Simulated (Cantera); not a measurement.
A closed system holds: 1 mol C₂F₆, 0.46 mol CH₄, 0.7 mol H₂, equilibrated at 2973.15 K and 1.33 mbar.

Method: chemical equilibrium by Gibbs-energy minimisation in Cantera with the NASA 1993 tables (ideal gas, pure condensed phases). The feed counts by its element totals alone. Rates play no part.

| species | before | after |
|---|---|---|
| F | 0.414 | 0.507 |
| H | 0.0797 | 0.266 |
| C | 0.0227 | 0.179 |
| HF | 0.354 | 0.0251 |
| C₃ | 0.0813 | 0.00446 |
| CF | 0.0350 | 0.00767 |
| C₂ | 0.0106 | 0.0104 |
| C₅ | 0.000822 | 8.37e-7 |
| CF₂ | 0.00122 | 9.32e-6 |
| C₂H₂ (acetylene) | 1.38e-5 | 1.17e-7 |
| C₄ | 0.000197 | 2.96e-6 |
| C₂H | 0.000454 | 5.38e-5 |
| CH | 7.81e-6 | 1.87e-5 |
Gas species are given as mole fractions.

Question: Name the change that produced these shifts.
A. temperature from 2973.15 K to 798.15 K
B. temperature from 2973.15 K to 3398 K
C. temperature from 2973.15 K to 3573 K
D. temperature from 2973.15 K to 1725 K

Answer: C, temperature from 2973.15 K to 3573 K
